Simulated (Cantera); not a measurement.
Input (Python, Cantera) and output of one run.

```python
import numpy as np
import cantera as ct

gas_names = """
    CL CL2 H HCL H2 Si SiCL SiCL2 SiCL3 SiCL4 SiH SiHCL3 SiH2 SiH2CL2 SiH3 SiH3CL SiH4 Si2 Si3
""".split()
cond_names = """
    Si(cr) Si(L)
""".split()


# ... load() reads the species with a 1 bar reference pressure and builds the phases ...
atoms = {
    'SiHCl3': {'Si': 1, 'H': 1, 'CL': 3},
    'Cl2': {'CL': 2},
    'H2': {'H': 2},
}
top_T = {}  # K; cautious upper limits of use, not melting points


# ... equilibrate(T, P, feed) seeds the gas with the atoms and calls Mixture.equilibrate('TP', solver="vcs", rtol=1e-11, max_steps=5000) ...
results = []
T = 1548.15  # K
P = 210  # Pa
for m in [49, 72, 96, 120, 140, 170, 190, 210, 240, 260, 280, 310, 330]:
    feed = {'SiHCl3': 1, 'Cl2': 0.015, 'H2': m}  # mol
    mix = equilibrate(T, P, feed)
    results.append((T, P, feed, dict(zip(mix.species_names, mix.species_moles))))

top = {s: max(r[3][s] / sum(r[3][g] for g in gas_names) for r in results) for s in gas_names}
cols = sorted((s for s in top if top[s] > 1e-05), key=lambda s: -top[s])[:8]
seen = [c for c in cond_names if any(r[3].get(c, 0) > 1e-12 for r in results)]
print("log10 of partial pressures in bar; condensed amounts in mol")
print(f"{'n(H2)':>10s}" + "".join(f"{s[:9]:>10s}" for s in cols + seen))
for T, P, feed, n in results:
    ng = sum(n[g] for g in gas_names)
    print(f"{feed['H2']:10.4g}" + "".join(f"{np.log10(max(n[s] / ng * P / 1e5, 1e-99)):10.3f}" for s in cols)
          + "".join(f"{n.get(c, 0):10.4g}" for c in seen))
```

Result:

```
log10 of partial pressures in bar; condensed amounts in mol
     n(H2)        H2       HCL     SiCL2         H     SiCL3        CL      SiCL        Si    Si(cr)
        49    -2.701    -4.024    -4.825    -5.862    -7.233    -7.282    -7.480    -7.496    0.6334
        72    -2.694    -4.156    -5.096    -5.858    -7.639    -7.418    -7.615    -7.496    0.7142
        96    -2.691    -4.260    -5.307    -5.856    -7.956    -7.523    -7.721    -7.496    0.7665
       120    -2.688    -4.343    -5.476    -5.855    -8.209    -7.607    -7.805    -7.496    0.8019
       140    -2.687    -4.402    -5.594    -5.854    -8.387    -7.667    -7.864    -7.496    0.8238
       170    -2.685    -4.477    -5.746    -5.854    -8.614    -7.743    -7.940    -7.496    0.8484
       190    -2.685    -4.521    -5.834    -5.853    -8.746    -7.787    -7.984    -7.496    0.8611
       210    -2.684    -4.560    -5.914    -5.853    -8.866    -7.827    -8.024    -7.496    0.8716
       240    -2.683    -4.613    -6.021    -5.852    -9.027    -7.880    -8.078    -7.496    0.8844
       260    -2.683    -4.646    -6.086    -5.852    -9.124    -7.913    -8.110    -7.496    0.8914
       280    -2.683    -4.676    -6.146    -5.852    -9.215    -7.943    -8.140    -7.496    0.8974
       310    -2.682    -4.717    -6.230    -5.852    -9.339    -7.984    -8.182    -7.496    0.9052
       330    -2.682    -4.742    -6.281    -5.852    -9.416    -8.010    -8.207    -7.496    0.9095
```

Equilibrium computed with Cantera from the NASA thermochemical tables; the gas is ideal and each condensed phase is pure. The tables' values for SiCl3, SiCl are old estimates; treat these amounts as uncertain.
